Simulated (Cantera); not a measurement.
# Thermodynamics of silicon carbide growth, feed CH3SiCl3 + HCl + H2

Feed: 1 mol CH3SiCl3, 0.53 mol HCl, 96 mol H2, at 1.33 mbar.

Cantera equilibrium calculation (NASA polynomials, part measured and part estimated; ideal gas, pure solids and liquids). Candidate condensed phases: C, C6H6, C7H8, C8H18, Si, SiC; 109 gas species. The feed counts by its element totals alone. Equilibrium is a limit: real reactors are often held back by kinetics, nucleation or transport.

From 1150 °C to 1275 °C the condensed part is C(graphite) + SiC(s). From 1300 °C to 1400 °C the condensed part is SiC(s). The main Si-bearing gas is SiCl2 throughout.

```tsv
T (°C)	log p H2	log p HCl	log p H	log p Cl	n C(graphite)	n SiC(s)
1150	-2.89	-4.33	-6.62	-8.14	0.000954	0.998
1175	-2.89	-4.33	-6.48	-8.00	0.00104	0.998
1200	-2.89	-4.33	-6.34	-7.87	0.00107	0.997
1225	-2.89	-4.33	-6.21	-7.74	0.00100	0.997
1250	-2.89	-4.33	-6.08	-7.61	0.000837	0.997
1275	-2.89	-4.33	-5.96	-7.49	0.000533	0.996
1300	-2.89	-4.33	-5.84	-7.37	0	0.996
1325	-2.89	-4.33	-5.72	-7.26	0	0.995
1350	-2.89	-4.33	-5.61	-7.15	0	0.994
1375	-2.89	-4.33	-5.50	-7.04	0	0.993
1400	-2.89	-4.33	-5.39	-6.93	0	0.992
```
log p: log10 of the partial pressure in bar; n: condensed amount in mol.
